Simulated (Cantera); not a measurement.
Formation from one mole of O₂

Source: NASA polynomial tables (part measured, part estimated), evaluated in Cantera. Values are per mole of reaction as written; species without (g) are pure solids or liquids, kept so even where they would boil at 1 bar.

0.8 Ta + O₂(g) = 0.4 Ta₂O₅

| T (K) | ΔH° (kJ) | ΔS° (J/K) | ΔG° (kJ) | log10 K | condensed phases |
|---|---|---|---|---|---|
| 1748 | -797.5 | -158.5 | -520.4 | 15.55 | Ta(s), Ta₂O₅(s) |
| 1798 | -796.7 | -158.1 | -512.4 | 14.89 | Ta(s), Ta₂O₅(s) |
| 1848 | -795.8 | -157.6 | -504.6 | 14.26 | Ta(s), Ta₂O₅(s) |
| 1898 | -795.0 | -157.2 | -496.7 | 13.67 | Ta(s), Ta₂O₅(s) |
| 1948 | -794.1 | -156.7 | -488.8 | 13.11 | Ta(s), Ta₂O₅(s) |
| 1998 | -793.3 | -156.3 | -481.0 | 12.58 | Ta(s), Ta₂O₅(s) |
| 2048 | -792.5 | -155.9 | -473.2 | 12.07 | Ta(s), Ta₂O₅(s) |
| 2098 | -742.9 | -131.8 | -466.4 | 11.61 | Ta(s), Ta₂O₅(l) |
| 2148 | -741.3 | -131.0 | -459.8 | 11.18 | Ta(s), Ta₂O₅(l) |
| 2198 | -739.6 | -130.3 | -453.3 | 10.77 | Ta(s), Ta₂O₅(l) |
| 2248 | -737.9 | -129.5 | -446.8 | 10.38 | Ta(s), Ta₂O₅(l) |

1.333 Ti + O₂(g) = 0.6667 Ti₂O₃

```tsv
T (K)	ΔH° (kJ)	ΔS° (J/K)	ΔG° (kJ)	log10 K	condensed phases
1748	-991.0	-166.2	-700.5	20.93	Ti(β), Ti₂O₃(s)
1798	-990.3	-165.8	-692.2	20.11	Ti(β), Ti₂O₃(s)
1848	-989.6	-165.4	-683.9	19.33	Ti(β), Ti₂O₃(s)
1898	-989.0	-165.1	-675.6	18.59	Ti(β), Ti₂O₃(s)
1948	-1007.9	-174.8	-667.4	17.89	Ti(l), Ti₂O₃(s)
1998	-1007.8	-174.8	-658.6	17.22	Ti(l), Ti₂O₃(s)
2048	-1007.7	-174.7	-649.9	16.57	Ti(l), Ti₂O₃(s)
2098	-1007.6	-174.7	-641.1	15.96	Ti(l), Ti₂O₃(s)
2148	-937.7	-141.6	-633.5	15.40	Ti(l), Ti₂O₃(l)
2198	-937.5	-141.5	-626.4	14.89	Ti(l), Ti₂O₃(l)
2248	-937.3	-141.5	-619.3	14.39	Ti(l), Ti₂O₃(l)
```

2 Pb + O₂(g) = 2 PbO(g)

| T (K) | ΔH° (kJ) | ΔS° (J/K) | ΔG° (kJ) | log10 K |
|---|---|---|---|---|
| 1748 | 103.4 | 95.8 | -64.1 | 1.91 |
| 1798 | 102.4 | 95.2 | -68.8 | 2.00 |
| 1848 | 101.5 | 94.7 | -73.6 | 2.08 |
| 1898 | 100.5 | 94.2 | -78.3 | 2.15 |
| 1948 | 99.6 | 93.7 | -83.0 | 2.23 |
| 1998 | 98.6 | 93.2 | -87.7 | 2.29 |
| 2048 | 97.7 | 92.8 | -92.3 | 2.35 |
| 2098 | 96.7 | 92.3 | -97.0 | 2.41 |
| 2148 | 95.7 | 91.8 | -101.6 | 2.47 |
| 2198 | 94.7 | 91.4 | -106.1 | 2.52 |
| 2248 | 93.7 | 90.9 | -110.7 | 2.57 |

V + O₂(g) = VO₂(g)

| T (K) | ΔH° (kJ) | ΔS° (J/K) | ΔG° (kJ) | log10 K | condensed phases |
|---|---|---|---|---|---|
| 1748 | -248.1 | 14.0 | -272.7 | 8.15 | V(s) |
| 1798 | -249.0 | 13.5 | -273.4 | 7.94 | V(s) |
| 1848 | -249.9 | 13.0 | -274.0 | 7.75 | V(s) |
| 1898 | -250.9 | 12.5 | -274.7 | 7.56 | V(s) |
| 1948 | -251.9 | 12.0 | -275.3 | 7.38 | V(s) |
| 1998 | -252.9 | 11.5 | -275.9 | 7.21 | V(s) |
| 2048 | -254.0 | 10.9 | -276.4 | 7.05 | V(s) |
| 2098 | -255.1 | 10.4 | -277.0 | 6.90 | V(s) |
| 2148 | -256.3 | 9.9 | -277.5 | 6.75 | V(s) |
| 2198 | -280.4 | -1.1 | -277.9 | 6.60 | V(l) |
| 2248 | -281.7 | -1.7 | -277.8 | 6.45 | V(l) |
